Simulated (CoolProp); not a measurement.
A single-stage vapour-compression cycle with R143a: evaporating at 214.15 K (dew point), condensing at 280.15 K (bubble point), superheat 8 K, subcooling 0 K, compressor efficiency 0.75, no pressure losses. Each further row changes one setting.

Values from CoolProp's reference Helmholtz-energy equation of state, Lemmon and Jacobsen 2000.

```csv
case,cooling COP,pressure ratio,discharge temperature (K),refrigerating effect (kJ/kg),volumetric capacity (kJ/m³)
as stated,1.75,13.7,328.3,149,390
evaporating temperature 219.15 K,1.99,10.5,323.5,152,509
condensing temperature 275.15 K,1.96,11.8,321.8,156,410
subcooling 5 K,1.84,13.7,328.3,156,410
superheat 18 K,1.76,13.7,339.6,157,392
compressor efficiency 0.65,1.52,13.7,340.3,149,390
```
